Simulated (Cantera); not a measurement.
An isothermal, constant-pressure homogeneous reactor starts with C2H6 : H2 = 1 : 63 (molar parts), at 1223 K and 0.0250 bar.

Computed with Cantera and GRI-Mech 3.0 (53 species, 325 reactions). GRI-Mech 3.0 stops at C3 and has no aromatics, soot or wall deposition, so with more carbon than oxygen in the feed, carbon stays in small species such as C2H2 where larger ones or solid carbon would form. Radical loss at walls, strong at low pressure, is not modelled.

x: mole fraction; the columns are a selection and need not sum to one.

```json
[
 {"t (s)": "3.00e-5", "x C2H6": "0.0156", "x H2": "0.984", "x C2H2": "<1e-12", "x C2H": "<1e-12", "x C2H4": "5.38e-10", "x H": "5.01e-8", "x CH2": "<1e-12"},
 {"t (s)": "7.17e-5", "x C2H6": "0.0156", "x H2": "0.984", "x C2H2": "<1e-12", "x C2H": "<1e-12", "x C2H4": "1.27e-8", "x H": "2.19e-7", "x CH2": "<1e-12"},
 {"t (s)": "0.000172", "x C2H6": "0.0156", "x H2": "0.984", "x C2H2": "<1e-12", "x C2H": "<1e-12", "x C2H4": "2.36e-7", "x H": "7.77e-7", "x CH2": "<1e-12"},
 {"t (s)": "0.000410", "x C2H6": "0.0156", "x H2": "0.984", "x C2H2": "1.16e-11", "x C2H": "<1e-12", "x C2H4": "2.94e-6", "x H": "2.27e-6", "x CH2": "1.41e-12"},
 {"t (s)": "0.000981", "x C2H6": "0.0156", "x H2": "0.984", "x C2H2": "6.69e-10", "x C2H": "<1e-12", "x C2H4": "2.46e-5", "x H": "5.83e-6", "x CH2": "5.16e-12"},
 {"t (s)": "0.00235", "x C2H6": "0.0154", "x H2": "0.984", "x C2H2": "(withheld)", "x C2H": "<1e-12", "x C2H4": "0.000158", "x H": "1.39e-5", "x CH2": "2.75e-11"},
 {"t (s)": "0.00561", "x C2H6": "0.0146", "x H2": "0.984", "x C2H2": "(withheld)", "x C2H": "<1e-12", "x C2H4": "0.000844", "x H": "3.11e-5", "x CH2": "2.18e-10"},
 {"t (s)": "0.0134", "x C2H6": "0.0110", "x H2": "0.983", "x C2H2": "(withheld)", "x C2H": "<1e-12", "x C2H4": "0.00345", "x H": "6.01e-5", "x CH2": "1.10e-9"},
 {"t (s)": "0.0321", "x C2H6": "0.00377", "x H2": "0.981", "x C2H2": "(withheld)", "x C2H": "3.84e-12", "x C2H4": "0.00802", "x H": "7.97e-5", "x CH2": "1.22e-9"},
 {"t (s)": "0.0767", "x C2H6": "0.000425", "x H2": "0.980", "x C2H2": "(withheld)", "x C2H": "8.94e-12", "x C2H4": "0.00960", "x H": "4.90e-5", "x CH2": "2.61e-10"},
 {"t (s)": "0.183", "x C2H6": "5.67e-5", "x H2": "0.980", "x C2H2": "(withheld)", "x C2H": "6.83e-12", "x C2H4": "0.00918", "x H": "2.05e-5", "x CH2": "4.33e-11"},
 {"t (s)": "0.439", "x C2H6": "2.46e-5", "x H2": "0.980", "x C2H2": "(withheld)", "x C2H": "4.68e-12", "x C2H4": "0.00856", "x H": "9.80e-6", "x CH2": "1.00e-11"},
 {"t (s)": "1.05", "x C2H6": "1.99e-5", "x H2": "0.980", "x C2H2": "(withheld)", "x C2H": "4.71e-12", "x C2H4": "0.00773", "x H": "7.10e-6", "x CH2": "5.32e-12"},
 {"t (s)": "2.51", "x C2H6": "1.62e-5", "x H2": "0.980", "x C2H2": "(withheld)", "x C2H": "6.58e-12", "x C2H4": "0.00632", "x H": "6.72e-6", "x CH2": "4.76e-12"},
 {"t (s)": "6.00", "x C2H6": "1.08e-5", "x H2": "0.980", "x C2H2": "(withheld)", "x C2H": "9.07e-12", "x C2H4": "0.00424", "x H": "6.28e-6", "x CH2": "4.15e-12"}
]
```

Task: Fill in the missing entries.

Result: 
- 0.00235, x C2H2: 2.69e-8
- 0.00561, x C2H2: 8.36e-7
- 0.0134, x C2H2: 1.87e-5
- 0.0321, x C2H2: 0.000208
- 0.0767, x C2H2: 0.000788
- 0.183, x C2H2: 0.00144
- 0.439, x C2H2: 0.00207
- 1.05, x C2H2: 0.00286
- 2.51, x C2H2: 0.00423
- 6.00, x C2H2: 0.00624
